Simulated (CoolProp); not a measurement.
Hexamethyldisiloxane (MM) along the isobar 2.54 MPa: density (kg/m³) from the reference equation and from simpler models built on Tc = 518.7 K, pc = 1.931 MPa, ω = 0.418; each cubic takes its own stable root.

Model: reference Helmholtz-energy equation of state, Thol 2016, in CoolProp.

```
T (K)   phase  reference
-----  ------  ---------
360.9  liquid      696.7
372.4  liquid      683.7
383.8  liquid      670.5
395.3  liquid      656.7
406.8  liquid      642.5
418.2  liquid      627.9
429.7  liquid      612.5
441.2  liquid      596.4
452.7  liquid      579.2
464.1  liquid      560.9
475.6  liquid      540.8
487.1  liquid      518.4
```

Task: How far does each simpler model (van der Waals, Redlich-Kwong, Soave-Redlich-Kwong) lie from the reference over these 12 states: mean and median of the absolute difference, and the worst?

Result: 
- van der Waals: mean 36.4 %, median 36.6 %, worst -37.7 % at 360.9 K and 2.54 MPa
- Redlich-Kwong: mean 12.7 %, median 12.3 %, worst -15.5 % at 487.1 K and 2.54 MPa
- Soave-Redlich-Kwong: mean 7.5 %, median 6.8 %, worst -11.4 % at 487.1 K and 2.54 MPa
